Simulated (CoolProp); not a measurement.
Vapour-liquid equilibrium of ethylene (1) + n-perfluorobutane (2) at 262.1 K; x and y are mole fractions of (1).

Values from CoolProp's multi-fluid Helmholtz-energy mixture model, Smukala 2000 and Gao 2022; pair parameters Bell 2016.

| x | bubble pressure, mixture model (MPa) | bubble pressure, Raoult's law (MPa) | y, mixture model | y, Raoult's law |
|---|---|---|---|---|
| 0.05 | 0.3096 | 0.2240 | 0.769 | 0.706 |
| 0.2 | 1.079 | 0.6878 | 0.926 | 0.919 |
| 0.35 | 1.655 | 1.152 | 0.948 | 0.961 |
| 0.5 | 1.975 | 1.615 | 0.955 | 0.979 |
| 0.65 | 2.191 | 2.079 | 0.960 | 0.988 |
| 0.8 | 2.475 | 2.543 | 0.969 | 0.995 |
| 0.95 | 2.946 | 3.007 | 0.989 | 0.999 |

The largest gap from Raoult's law is +56.9 % in bubble pressure, at x = 0.2. No azeotrope shows between x = 0.05 and 0.95.

The pair parameters rest on a limited set of measurements; away from them the model extrapolates. The gap from Raoult's law changes sign with composition, which may be real or a fault of the pair parameters; it wasn't checked against measurements. With so large a gap from Raoult's law the liquid may split in two, which this calculation doesn't test in full.
